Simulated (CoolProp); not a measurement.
The numbers come from the reference Helmholtz-energy equation of state, Akasaka 2019 in CoolProp.

Task: For R1234ze(Z), give the phase and the cp (kJ/(kg K)), cv (kJ/(kg K)), speed of sound (m/s), isothermal compressibility (1/MPa) at 336.4 K and 4.35 MPa; 346.8 K and 4.35 MPa.

Result: 
- 336.4 K and 4.35 MPa: liquid; cp 1.37, cv 0.942, speed of sound 526, isothermal compressibility 0.00463
- 346.8 K and 4.35 MPa: liquid; cp 1.40, cv 0.960, speed of sound 488, isothermal compressibility 0.00556
